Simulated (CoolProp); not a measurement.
Computed with CoolProp (reference Helmholtz-energy equation of state, Schmidt 1985).

**Question.** Give the vapour pressure (MPa), enthalpy of vaporisation (kJ/kg), liquid viscosity (µPa s) of saturated oxygen at 122.9, 144.6 K.

**Answer.** 
| T (K) | p (MPa) | enthalpy of vaporisation (kJ/kg) | liquid viscosity (µPa s) |
|---|---|---|---|
| 122.9 | 1.20 | 168 | 91.3 |
| 144.6 | 3.39 | 108 | 52.5 |

Viscosity comes from a separate model (Lemmon 2004).
